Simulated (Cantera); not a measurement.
Cantera run, input and output.

```python
import numpy as np
import cantera as ct

gas = ct.Solution("gri30.yaml")
gas.TPX = 1625, 500000, {'CH4': 1, 'C2H6': 0.073, 'O2': 0.902, 'N2': 3.25}
reactor = ct.IdealGasReactor(gas, energy="on", clone=False)
net = ct.ReactorNet([reactor])
net.rtol, net.atol = 1e-08, 1e-16
show = ['CH4', 'C2H6', 'O2', 'H2O', 'H2']
times = np.geomspace(1e-06, 0.2, 15)

steps = ct.SolutionArray(gas, extra=["t"])
rows = []
print(f"{'t/s':>10s}{'T/K':>9s}{'P/Pa':>11s}" + "".join(f"{s:>11s}" for s in show))
for t in times:
    while net.time < t:
        t_next = net.step()
        steps.append(gas.state, t=t_next)
    rows.append([np.interp(t, steps.t, y) for y in (steps.T, steps.P, *steps(*show).X.T)])
    print(f"{t:10.3e}{rows[-1][0]:9.1f}{rows[-1][1]:11.4g}" + "".join(f"{x:11.3e}" for x in rows[-1][2:]))
rate = np.gradient(steps.T, steps.t)
print("integrator steps:", len(steps.t))
if steps.T.max() > steps.T[0] + 200:
    print(f"time of steepest temperature rise: {steps.t[rate.argmax()]:.4e} s")
gas.TPX = 1625, 500000, {'CH4': 1, 'C2H6': 0.073, 'O2': 0.902, 'N2': 3.25}
gas.equilibrate("UV")
print(f"equilibrium (UV): T = {gas.T:.1f} K  " + "  ".join(f"{s} {gas[s].X[0]:.3e}" for s in show))
```

Result:

```
       t/s      T/K       P/Pa        CH4       C2H6         O2        H2O         H2
 1.000e-06   1623.8  4.997e+05  1.913e-01  1.384e-02  1.726e-01  9.473e-06  9.546e-06
 2.391e-06   1622.6  4.994e+05  1.912e-01  1.364e-02  1.725e-01  6.558e-05  5.839e-05
 5.719e-06   1622.0  4.995e+05  1.906e-01  1.322e-02  1.720e-01  4.714e-04  3.956e-04
 1.368e-05   1629.0  5.024e+05  1.877e-01  1.233e-02  1.701e-01  2.473e-03  2.001e-03
 3.270e-05   1686.2  5.243e+05  1.726e-01  9.251e-03  1.584e-01  1.436e-02  1.090e-02
 7.820e-05   2698.7   1.05e+06  5.854e-04  4.422e-08  2.611e-06  9.356e-02  2.343e-01
 1.870e-04   2691.0  1.053e+06  1.336e-08  2.234e-16  2.590e-06  8.884e-02  2.404e-01
 4.472e-04   2692.7  1.054e+06  4.646e-09  3.779e-18  2.643e-06  8.899e-02  2.403e-01
 1.069e-03   2693.4  1.054e+06  4.391e-09  3.413e-18  2.662e-06  8.905e-02  2.402e-01
 2.557e-03   2693.5  1.054e+06  4.361e-09  3.372e-18  2.665e-06  8.907e-02  2.402e-01
 6.116e-03   2693.5  1.054e+06  4.360e-09  3.371e-18  2.665e-06  8.907e-02  2.402e-01
 1.462e-02   2693.5  1.054e+06  4.360e-09  3.371e-18  2.665e-06  8.907e-02  2.402e-01
 3.497e-02   2693.5  1.054e+06  4.360e-09  3.371e-18  2.665e-06  8.907e-02  2.402e-01
 8.363e-02   2693.5  1.054e+06  4.360e-09  3.371e-18  2.665e-06  8.907e-02  2.402e-01
 2.000e-01   2693.5  1.054e+06  4.360e-09  3.371e-18  2.665e-06  8.907e-02  2.402e-01
integrator steps: 1709
time of steepest temperature rise: 5.0183e-05 s
equilibrium (UV): T = 2693.5 K  CH4 4.892e-09  C2H6 4.137e-18  O2 2.665e-06  H2O 8.907e-02  H2 2.402e-01
```

Computed with Cantera and GRI-Mech 3.0 (53 species, 325 reactions).
